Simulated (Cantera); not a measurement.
A closed system holds: 1 mol CuO, 94 mol H2, 0.51 mol H2O, equilibrated at 1602 °C and 0.330 bar.

These are equilibrium values from Cantera (NASA tables, ideal gas, pure condensed phases), not measurements of a reactor. Equilibrium is a limit: real reactors are often held back by kinetics, nucleation or transport.

```tsv
species	before	after
H2	0.979	0.982
H2O	0.0159	0.0160
Cu	0.00377	0.00123
H	0.00113	0.000645
Cu(l), mol	0.641	0.883
```
Gas species are given as mole fractions.

Question: Which change was made?
(A) temperature from 1602 °C to 1627 °C
(B) pressure from 0.330 bar to 1 atm
(C) temperature from 1602 °C to 702 °C
(D) temperature from 1602 °C to 950 °C

Answer: B, pressure from 0.330 bar to 1 atm
